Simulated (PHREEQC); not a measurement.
Dissolve 0.15 mol/kgw SrCl2 and 0.012 mol/kgw HBr at 9.9 °C. Closed to the air; pH follows from the charge balance.

The numbers come from PHREEQC with the ion-association model, phreeqc.dat.

```yaml
pH: 2.03
ionic_strength: 0.462 mol/kgw
activity_of_water: 0.992
specific_conductance: 20100 µS/cm
density: 1.021 g/cm³
total_alkalinity: -12.0 meq/kg
```

```
species  molality  activity   log γ
-------  --------  --------  ------
Cl-         0.300     0.198  -0.180
Sr+2        0.150    0.0405  -0.569
H+         0.0120   0.00925  -0.113
Br-        0.0120   0.00752  -0.203
```

No solid was allowed to form. Complexes and solids missing from the database can't appear. Away from 25 °C the constants follow the database's enthalpies or fits; those with neither stay at their 25 °C values.
